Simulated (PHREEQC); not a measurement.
Consider water at 9.6 °C and 500 atm with 0.0022 mol Cu(BF4)2, 5.6e-05 mol HBF4 and 0.00098 mol H3BO3 per kg of water. Closed to the air; pH follows from the charge balance.

The numbers come from PHREEQC with the ion-association model, phreeqc.dat.

| quantity | before | after |
|---|---|---|
| pH | 2.93 | 2.99 |
| ionic strength (mol/kgw) | 0.00783 | 0.00436 |
| BF4- (mol/kgw) | 0.00302 | 0.00118 |
| F- (mol/kgw) | 0.00177 | 0.00167 |
| HF (mol/kgw) | 0.00165 | 0.00138 |
| H3BO3 (mol/kgw) | 0.00156 | 0.00111 |

Problem. What was changed between the two runs?
(A) diluted 5-fold with water
(B) HBF4 replaced by H2SiF6 at the same molality
(C) temperature from 9.6 to 60 °C
(D) diluted 2-fold with water
(E) H3BO3 from 0.00098 to 0.00108 mol/kgw

Solution. D, diluted 2-fold with water

Precipitation was switched off in this run. Under pressure, the constants of complexes without a molar volume in the database are unreliable. Away from 25 °C the constants follow the database's enthalpies or fits; those with neither stay at their 25 °C values. Real BF4- forms and hydrolyses slowly; the run takes it at equilibrium.
